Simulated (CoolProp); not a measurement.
A simple Rankine cycle with water: condensing at 297.15 K, boiler at 10 MPa, turbine inlet 586.4 K, turbine efficiency 0.85, pump efficiency 0.6, no recuperator. Each further row changes one setting.

The numbers come from the reference Helmholtz-energy equation of state, Wagner 2002 in CoolProp.

```csv
case,thermal efficiency (%),net work (kJ/kg),heat in (kJ/kg),turbine exit temperature (K),volume ratio over the turbine
as stated,…,892,2620,297.1,1770
turbine inlet 606.4 K,…,939,…,297.1,1620
condensing temperature 289.15 K,…,928,2660,289.1,…
boiler pressure 7 MPa,…,929,2780,297.1,…
turbine efficiency 0.75,…,785,2620,297.1,1880
```

Q: Some entries are withheld; supply them.

A: 
- as stated, thermal efficiency (%): 34.0
- turbine inlet 606.4 K, thermal efficiency (%): 34.3
- turbine inlet 606.4 K, heat in (kJ/kg): 2730
- condensing temperature 289.15 K, thermal efficiency (%): 34.9
- condensing temperature 289.15 K, volume ratio over the turbine: 2800
- boiler pressure 7 MPa, thermal efficiency (%): 33.4
- boiler pressure 7 MPa, volume ratio over the turbine: 1110
- turbine efficiency 0.75, thermal efficiency (%): 29.9

The expansion ends wet for: as stated; turbine inlet 606.4 K; condensing temperature 289.15 K; boiler pressure 7 MPa; turbine efficiency 0.75.
